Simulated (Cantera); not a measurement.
What does this Cantera script print?

```python
import numpy as np
import cantera as ct

gas_names = """
    C CN CO CO2 C2 CCN CNC C2N2 C2O C3 C3O2 C4 C4N2 C5 Fe FeC5O5 FeO N NCO NO NO2 NO3 N2 N2O O O2 O3
""".split()
cond_names = """
    C(gr) Fe(a) Fe(c) Fe(d) Fe(L) FeC5O5(L) FeO(s) FeO(L) Fe2O3(s) Fe3O4(s)
""".split()


# ... load() reads the species with a 1 bar reference pressure and builds the phases ...
atoms = {
    'Fe3O4': {'Fe': 3, 'O': 4},
    'CO': {'C': 1, 'O': 1},
    'N2': {'N': 2},
}
top_T = {'C(gr)': 4500, 'Fe2O3(s)': 1830, 'Fe3O4(s)': 1870}  # K; cautious upper limits of use, not melting points


# ... equilibrate(T, P, feed) seeds the gas with the atoms and calls Mixture.equilibrate('TP', solver="vcs", rtol=1e-11, max_steps=5000) ...
results = []
feed = {'Fe3O4': 1, 'CO': 4.7, 'N2': 1.9}  # mol
P = 133.322  # Pa
for T in [1875, 1950, 2025, 2100, 2175, 2250, 2325]:
    mix = equilibrate(T, P, feed)
    results.append((T, P, feed, dict(zip(mix.species_names, mix.species_moles))))

top = {s: max(r[3][s] / sum(r[3][g] for g in gas_names) for r in results) for s in gas_names}
cols = sorted((s for s in top if top[s] > 0.001), key=lambda s: -top[s])[:9]
seen = [c for c in cond_names if any(r[3].get(c, 0) > 1e-12 for r in results)]
print("log10 of partial pressures in bar; condensed amounts in mol")
print(f"{'T/K':>10s}" + "".join(f"{s[:9]:>10s}" for s in cols + seen))
for T, P, feed, n in results:
    ng = sum(n[g] for g in gas_names)
    print(f"{T:10.4g}" + "".join(f"{np.log10(max(n[s] / ng * P / 1e5, 1e-99)):10.3f}" for s in cols)
          + "".join(f"{n.get(c, 0):10.4g}" for c in seen))
```

Output:

```
log10 of partial pressures in bar; condensed amounts in mol
       T/K        CO        N2       CO2        Fe        O2       FeO         O        NO    FeO(L)
      1875    -3.153    -3.425    -3.646    -4.549    -7.713    -6.268    -7.475    -7.454     2.854
      1950    -3.182    -3.436    -3.603    -4.243    -6.971    -5.774    -6.831    -6.990     2.695
      2025    -3.230    -3.452    -3.546    -3.998    -6.211    -5.319    -6.198    -6.528     2.433
      2100    -3.301    -3.478    -3.491    -3.801    -5.448    -4.899    -5.581    -6.075     2.025
      2175    -3.402    -3.527    -3.466    -3.628    -4.720    -4.510    -4.997    -5.656     1.305
      2250    -3.508    -3.615    -3.530    -3.483    -4.192    -4.238    -4.529    -5.363         0
      2325    -3.452    -3.630    -3.632    -3.486    -4.094    -4.321    -4.288    -5.253         0
```

Cantera equilibrium calculation (NASA polynomials, part measured and part estimated; ideal gas, pure solids and liquids). The tables' stoichiometric FeO is somewhat more stable than real wüstite, so its field is too wide. FeO: taken at fixed stoichiometry.
